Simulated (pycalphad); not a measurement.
All values are pycalphad results on the COST 507 light-alloy database (1999) (1 atm), not direct measurements. The database dates from 1999; later assessments differ in places, in temperatures and in the compounds included. Phase fractions are per mole of atoms.

Task: Give the equilibrium state of Al-2.36Si-1.14Mg (at.%) at 257 °C.

Result: FCC_A1, fraction 0.965, with 0.03 Si, 0.02 Mg at.%; DIAMOND_A4, fraction 0.018, with >99.99 Si, no Mg at.%; MG2SI, fraction 0.017, with 33.3 Si, 66.7 Mg at.%.

Task: Give the equilibrium state of Al-2.36Si-1.14Mg (at.%) at 617 °C.

Result: FCC_A1, fraction 0.636, with 0.54 Si, 0.51 Mg at.%; LIQUID, fraction 0.364, with 5.5 Si, 2.2 Mg at.%.

Database names, with the compositions (at.%) that they take in these runs: MG2SI: Mg 67 Si 33. FCC_A1 is fcc; DIAMOND_A4 is diamond (Si). An entry "none" or "no" means that the model of the phase leaves that element out.
